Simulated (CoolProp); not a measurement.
Vapour-liquid equilibrium of propylene (1) + n-heptane (2) at 295.3 K; x and y are mole fractions of (1).

The numbers come from the multi-fluid Helmholtz-energy mixture model, Lemmon 2013 and Span 2003; pair parameters Bell 2016 in CoolProp.

```csv
x,bubble pressure (bar),y at the bubble point,dew pressure at overall composition x (bar),liquid density (mol/L)
0.05,0.5376,0.904,0.05553,6.988
0.125,1.371,0.964,0.06029,7.276
0.2,2.282,0.979,0.06593,7.581
0.275,3.216,0.986,0.07274,7.905
0.35,4.129,0.990,0.08110,8.249
0.425,4.992,0.992,0.09164,8.614
0.5,5.791,0.993,0.1053,9.003
0.575,6.528,0.995,0.1238,9.415
0.65,7.218,0.996,0.1501,9.853
0.725,7.885,0.996,0.1906,10.32
0.8,8.562,0.997,0.2611,10.80
0.875,9.288,0.998,0.4144,11.31
0.95,10.11,0.999,1.006,11.82
```

No azeotrope shows between x = 0.05 and 0.95.

Pair parameters are fitted to limited data, so mixtures are less certain than the pure fluids. The gap from Raoult's law changes sign with composition, which may be real or a fault of the pair parameters; it wasn't checked against measurements.
